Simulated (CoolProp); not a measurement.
Saturated liquid density (kg/m³) of carbon dioxide: the reference equation beside estimates from Tc = 304.1 K, pc = 7.377 MPa, ω = 0.224.

Model: reference Helmholtz-energy equation of state, Span 1996, in CoolProp.

```json
[
 {"T (K)": "237.9", "reference": "1097", "van der Waals": "675.6", "Soave-Redlich-Kwong": "1000.0", "Peng-Robinson": "1135"},
 {"T (K)": "242.1", "reference": "[?]", "van der Waals": "[?]", "Soave-Redlich-Kwong": "980.8", "Peng-Robinson": "1113"},
 {"T (K)": "246.4", "reference": "1062", "van der Waals": "653.5", "Soave-Redlich-Kwong": "960.2", "Peng-Robinson": "1090"},
 {"T (K)": "250.6", "reference": "1043", "van der Waals": "641.9", "Soave-Redlich-Kwong": "939.2", "Peng-Robinson": "1066"},
 {"T (K)": "254.9", "reference": "[?]", "van der Waals": "629.6", "Soave-Redlich-Kwong": "916.5", "Peng-Robinson": "1040"},
 {"T (K)": "259.1", "reference": "1003", "van der Waals": "616.9", "Soave-Redlich-Kwong": "893.2", "Peng-Robinson": "1014"},
 {"T (K)": "263.4", "reference": "981.6", "van der Waals": "[?]", "Soave-Redlich-Kwong": "[?]", "Peng-Robinson": "984.6"},
 {"T (K)": "267.6", "reference": "[?]", "van der Waals": "589.4", "Soave-Redlich-Kwong": "[?]", "Peng-Robinson": "954.5"},
 {"T (K)": "271.9", "reference": "934.8", "van der Waals": "574.2", "Soave-Redlich-Kwong": "813.3", "Peng-Robinson": "921.4"}
]
```

Task: Complete the blanks.

Result: 
- 242.1, reference: 1080
- 242.1, van der Waals: 664.9
- 254.9, reference: 1024
- 263.4, van der Waals: 603.4
- 263.4, Soave-Redlich-Kwong: 868.0
- 267.6, reference: 959.2
- 267.6, Soave-Redlich-Kwong: 841.9

Absolute difference from the reference over all 9 rows, mean and median: van der Waals 38.5 and 38.5 %, Soave-Redlich-Kwong 10.6 and 10.5 %, Peng-Robinson 1.8 and 1.6 %.
